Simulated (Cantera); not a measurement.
Feed: 1 mol Si, a varied amount of F₂, 1.8 mol N₂, at 252 °C and 2100 Pa.

Cantera equilibrium calculation (NASA polynomials, part measured and part estimated; ideal gas, pure solids and liquids). Candidate condensed phases: Si, Si₃N₄; 16 gas species. N₂ is the only nitrogen source here; it is nearly inert below about 1500 K, so the nitride shown seldom forms there in practice. Equilibrium is a limit: real reactors are often held back by kinetics, nucleation or transport.

x: gas mole fraction; n: condensed amount in mol.

| n(F₂) (mol) | x N₂ | x NF₃ | x SiF₄ | x F₂ | n Si₃N₄(s) |
|---|---|---|---|---|---|
| 0.81 | 0.776 | <1e-12 | 0.224 | <1e-12 | 0.198 |
| 1.4 | 0.696 | <1e-12 | 0.304 | <1e-12 | 0.100 |
| 1.9 | 0.650 | <1e-12 | 0.350 | <1e-12 | 0.0167 |
| 2.4 | 0.568 | 0.0906 | 0.341 | [?] | 0 |
| 3 | 0.468 | 0.212 | 0.319 | [?] | 0 |
| 3.5 | 0.394 | 0.302 | 0.303 | [?] | 0 |
| 4.1 | 0.314 | 0.399 | 0.285 | [?] | 0 |
| 4.6 | 0.255 | 0.471 | 0.272 | [?] | 0 |
| 5.2 | 0.190 | 0.550 | 0.258 | [?] | 0 |
| 5.7 | 0.141 | 0.609 | 0.248 | [?] | 0 |
| 6.3 | 0.0875 | 0.674 | 0.236 | [?] | 0 |
| 6.8 | 0.0467 | 0.723 | 0.227 | [?] | 0 |
| 7.3 | 0.00959 | 0.765 | 0.218 | [?] | 0 |

Problem. What belongs in the gaps?

Solution. 
- 2.4, x F₂: 0.000431
- 3, x F₂: 0.000810
- 3.5, x F₂: 0.00109
- 4.1, x F₂: 0.00141
- 4.6, x F₂: 0.00169
- 5.2, x F₂: 0.00206
- 5.7, x F₂: 0.00244
- 6.3, x F₂: 0.00306
- 6.8, x F₂: 0.00396
- 7.3, x F₂: 0.00697
